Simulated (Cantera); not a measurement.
# NO annealing gas

An isothermal, constant-pressure homogeneous reactor starts with 76.3 % NO, 23.7 % N2, at 2175 K and 0.0410 bar.

Model: GRI-Mech 3.0 (53 species, 325 reactions), integrated in Cantera. Radical loss at walls, strong at low pressure, is not modelled.

```json
[
 {"t (s)": "0.000100", "x NO": "0.763", "x N2": "0.237", "x O2": "4.65e-8", "x O": "9.02e-6", "x NO2": "3.44e-8", "x N2O": "8.80e-6"},
 {"t (s)": "0.000285", "x NO": "0.763", "x N2": "0.237", "x O2": "3.83e-7", "x O": "2.62e-5", "x NO2": "2.50e-7", "x N2O": "2.44e-5"},
 {"t (s)": "0.000811", "x NO": "0.763", "x N2": "0.237", "x O2": "3.26e-6", "x O": "7.87e-5", "x NO2": "1.55e-6", "x N2O": "6.44e-5"},
 {"t (s)": "0.00231", "x NO": "0.763", "x N2": "0.237", "x O2": "3.01e-5", "x O": "0.000252", "x NO2": "7.13e-6", "x N2O": "0.000148"},
 {"t (s)": "0.00658", "x NO": "0.761", "x N2": "0.237", "x O2": "0.000303", "x O": "0.000786", "x NO2": "2.21e-5", "x N2O": "0.000241"},
 {"t (s)": "0.0187", "x NO": "0.756", "x N2": "0.240", "x O2": "0.00244", "x O": "0.00164", "x NO2": "3.94e-5", "x N2O": "0.000231"},
 {"t (s)": "0.0534", "x NO": "0.737", "x N2": "0.249", "x O2": "0.0115", "x O": "0.00213", "x NO2": "5.38e-5", "x N2O": "0.000202"},
 {"t (s)": "0.152", "x NO": "0.677", "x N2": "0.279", "x O2": "0.0408", "x O": "0.00288", "x NO2": "7.94e-5", "x N2O": "0.000155"},
 {"t (s)": "0.433", "x NO": "0.496", "x N2": "0.369", "x O2": "0.131", "x O": "0.00440", "x NO2": "0.000102", "x N2O": "6.95e-5"},
 {"t (s)": "1.23", "x NO": "0.167", "x N2": "0.533", "x O2": "0.294", "x O": "0.00625", "x NO2": "5.25e-5", "x N2O": "6.68e-6"},
 {"t (s)": "3.51", "x NO": "0.0264", "x N2": "0.603", "x O2": "0.364", "x O": "0.00690", "x NO2": "9.24e-6", "x N2O": "2.49e-7"},
 {"t (s)": "10.0", "x NO": "0.0141", "x N2": "0.609", "x O2": "0.370", "x O": "0.00696", "x NO2": "4.98e-6", "x N2O": "1.39e-7"}
]
```
x: mole fraction; the columns are a selection and need not sum to one.

Equilibrium at this temperature and pressure: NO 0.0140, N2 0.609, O2 0.370, O 0.00696, NO2 4.94e-6, N2O 1.38e-7 (gas phase only).
